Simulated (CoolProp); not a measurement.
A simple Rankine cycle with n-octane: condensing at 309.15 K, boiler at 0.493 MPa, turbine inlet 482.3 K, turbine efficiency 0.85, pump efficiency 0.7, no recuperator. Each further row changes one setting.

Computed with CoolProp (reference Helmholtz-energy equation of state, Beckmüller 2019).

| case | thermal efficiency (%) | net work (kJ/kg) | heat in (kJ/kg) | turbine exit temperature (K) | volume ratio over the turbine |
|---|---|---|---|---|---|
| as stated | 18.8 | 131 | 697 | 417.1 | 147 |
| turbine inlet 502.3 K | 18.4 | 138 | 749 | 437.5 | 144 |
| condensing temperature 301.15 K | 19.8 | 141 | 715 | 412.1 | 223 |
| boiler pressure 0.345 MPa | 17.6 | 124 | 704 | 423.3 | 98.9 |
| turbine efficiency 0.75 | 16.5 | 115 | 697 | 424.2 | 150 |
